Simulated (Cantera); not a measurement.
Input: 1 mol SiC, 0.0087 mol Si, 0.16 mol N₂, equilibrated at 2723.15 K and 1 atm.

Equilibrium computed with Cantera from the NASA thermochemical tables; the gas is ideal and each condensed phase is pure. Candidate condensed phases: C, Si, SiC, Si₃N₄; 20 gas species. Mutual solubility and eutectic melting of coexisting phases are not modelled. The tables' values for SiN are old estimates; treat these amounts as uncertain. Kinetics and transport are ignored.

Base state: N₂ 0.968, Si 0.0216, Si₂C 0.00522, SiN 0.00159, SiC₂ 0.00151, Si₂N 0.00122, Si₂ 0.000780, CN 0.000214 (mole fractions); condensed: Si(l) + SiC(s).

**Question.** What changes in the equilibrium state with this change: temperature from 2723.15 K to 2775 K?

**Answer.** 
```
species       before    after
-----------  -------  -------
N₂             0.968    0.954
Si            0.0216   0.0298
Si₂C         0.00522  0.00800
SiC₂         0.00151  0.00288
SiC          1.08e-5  2.05e-5
Si(l), mol   0.00358  0.00161
SiC(s), mol    0.999    0.998
```
